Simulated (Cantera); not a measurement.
Feed: 1 mol TiO₂, 630 mol H₂, 1.7 mol H₂O, held at 133 Pa.

These are equilibrium values from Cantera (NASA tables, ideal gas, pure condensed phases), not measurements of a reactor. Candidate condensed phases: H₂O, Ti, TiO, TiO₂, Ti₂O₃, Ti₃O₅, Ti₄O₇; 12 gas species. Mutual solubility and eutectic melting of coexisting phases are not modelled. Condensed phases not in the tables: Magnéli phases beyond Ti₄O₇. Kinetics and transport are ignored.

Q: What share of the Ti ends up in condensed phases as a function of T (K), at 1298, 1398, 1498, 1598, 1698, 1798, 1898, 1998, 2098, 2198?

A: 
```
T (K)  Ti condensed (%)                       as
-----  ----------------  -----------------------
1298              100.0  TiO₂(rutile) + Ti₄O₇(s)
1398              100.0                 Ti₄O₇(s)
1498              100.0                 Ti₃O₅(s)
1598              100.0                 Ti₃O₅(s)
1698              100.0                 Ti₃O₅(s)
1798               99.8                 Ti₃O₅(s)
1898               98.4                 Ti₃O₅(s)
1998               87.6                 Ti₃O₅(s)
2098               31.0                 Ti₃O₅(l)
2198                0.0                        -
```
